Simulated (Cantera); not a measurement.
What does this Cantera script print?

```python
import numpy as np
import cantera as ct

gas_names = """
    Ca CaO CaOH CaO2H2 Ca2 H HO2 H2 H2O H2O2 O OH O2 O3
""".split()
cond_names = """
    Ca(a) Ca(b) Ca(L) CaO(s) CaO(L) CaO2H2(s) H2O(s) H2O(L)
""".split()


# ... load() reads the species with a 1 bar reference pressure and builds the phases ...
atoms = {
    'Ca(OH)2': {'Ca': 1, 'O': 2, 'H': 2},
    'H2O': {'H': 2, 'O': 1},
}
top_T = {}  # K; cautious upper limits of use, not melting points


# ... equilibrate(T, P, feed) seeds the gas with the atoms and calls Mixture.equilibrate('TP', solver="vcs", rtol=1e-11, max_steps=5000) ...
results = []
feed = {'Ca(OH)2': 1, 'H2O': 3.6}  # mol
P = 101325  # Pa
for T in [648, 748, 848, 948, 1048, 1148, 1248, 1348, 1448, 1548, 1648]:
    mix = equilibrate(T, P, feed)
    results.append((T, P, feed, dict(zip(mix.species_names, mix.species_moles))))
    x = sorted(zip(gas.X, gas.species_names), reverse=True)
    print(f"T = {T:g} K  P = {P:g} Pa  gas = {mix.phase_moles(0):.4g} mol")
    print("   x: " + "  ".join(f"{s} {v:.3e}" for v, s in x if v > 0.001))
    print("   condensed (mol): " + ("  ".join(f"{mix.phase(i).name} {mix.phase_moles(i):.4g}"
          for i in range(1, mix.n_phases) if mix.phase_moles(i) > 1e-12) or "none"))
```

Output:

```
T = 648 K  P = 101325 Pa  gas = 3.6 mol
   x: H2O 1.000e+00
   condensed (mol): CaO2H2(s) 1
T = 748 K  P = 101325 Pa  gas = 3.6 mol
   x: H2O 1.000e+00
   condensed (mol): CaO2H2(s) 1
T = 848 K  P = 101325 Pa  gas = 4.6 mol
   x: H2O 1.000e+00
   condensed (mol): CaO(s) 1
T = 948 K  P = 101325 Pa  gas = 4.6 mol
   x: H2O 1.000e+00
   condensed (mol): CaO(s) 1
T = 1048 K  P = 101325 Pa  gas = 4.6 mol
   x: H2O 1.000e+00
   condensed (mol): CaO(s) 1
T = 1148 K  P = 101325 Pa  gas = 4.6 mol
   x: H2O 1.000e+00
   condensed (mol): CaO(s) 1
T = 1248 K  P = 101325 Pa  gas = 4.6 mol
   x: H2O 1.000e+00
   condensed (mol): CaO(s) 1
T = 1348 K  P = 101325 Pa  gas = 4.6 mol
   x: H2O 9.999e-01
   condensed (mol): CaO(s) 1
T = 1448 K  P = 101325 Pa  gas = 4.6 mol
   x: H2O 9.998e-01
   condensed (mol): CaO(s) 1
T = 1548 K  P = 101325 Pa  gas = 4.601 mol
   x: H2O 9.995e-01
   condensed (mol): CaO(s) 1
T = 1648 K  P = 101325 Pa  gas = 4.602 mol
   x: H2O 9.989e-01
   condensed (mol): CaO(s) 1
```

Method: chemical equilibrium by Gibbs-energy minimisation in Cantera with the NASA 1993 tables (ideal gas, pure condensed phases).
